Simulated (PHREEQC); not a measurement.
Make-up at 25 °C: 0.0052 mol/kgw MnSO4 and 0.024 mol/kgw NH4HCO3. Closed to the air; pH follows from the charge balance.

The numbers come from PHREEQC with the ion-association model, phreeqc.dat.

Precipitation was switched off in this run.

Problem. Estimate the pH.

Solution. pH 7.36.

Problem. In which forms is S present?

Solution. SO4-2 81 %, NH4SO4- 12 %, MnSO4 7.0 % of the S.

The solution is supersaturated, for example in Rhodochrosite, so a real one may precipitate; this is no full list. Species that the database lacks are ignored. Carbamate, which ammonia and carbonate form, is missing from the database.
